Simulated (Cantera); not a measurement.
Input (Python, Cantera) and output of one run.

```python
import numpy as np
import cantera as ct

gas_names = [...]  # 95 gases of nasa_gas.yaml made of C, F, H
cond_names = """
    C(gr) C6H6(L) C7H8(L) C8H18(L),n-octa
""".split()


# ... load() reads the species with a 1 bar reference pressure and builds the phases ...
atoms = {
    'CH2F2': {'C': 1, 'H': 2, 'F': 2},
    'H2': {'H': 2},
}
top_T = {'C(gr)': 4500}  # K; cautious upper limits of use, not melting points


# ... equilibrate(T, P, feed) seeds the gas with the atoms and calls Mixture.equilibrate('TP', solver="vcs", rtol=1e-11, max_steps=5000) ...
results = []
feed = {'CH2F2': 1, 'H2': 4.1}  # mol
T = 1873.15  # K
P = 133.322  # Pa
mix = equilibrate(T, P, feed)
results.append((T, P, feed, dict(zip(mix.species_names, mix.species_moles))))
print(gas.report(threshold=1e-05))
for i in range(1, mix.n_phases):
    print(f"{mix.phase(i).name:16s} {mix.phase_moles(i):12.5e} mol")
```

Result:

```
       temperature   1873.2 K
          pressure   133.32 Pa
           density   6.7307e-05 kg/m^3
  mean mol. weight   7.8626 kg/kmol
   phase of matter   gas

                          1 kg             1 kmol
                     ---------------   ---------------
          enthalpy       -4.7207e+06       -3.7117e+07  J
   internal energy       -6.7015e+06       -5.2691e+07  J
           entropy             33152        2.6066e+05  J/K
    Gibbs function        -6.682e+07       -5.2538e+08  J
 heat capacity c_p            4263.4             33521  J/K
 heat capacity c_v              3206             25207  J/K

                      mass frac. Y      mole frac. X     chem. pot. / RT
                     ---------------   ---------------   ---------------
    C2H2,acetylene        0.00068275        0.00020617           -31.564
                 H          0.001843          0.014376           -13.155
                HF           0.82827           0.32551           -49.695
                H2            0.1692           0.65991            -26.31
     [  +91 minor]        5.5002e-06        2.2957e-06

C(gr)             9.97462e-01 mol
```

Equilibrium computed with Cantera from the NASA thermochemical tables; the gas is ideal and each condensed phase is pure.
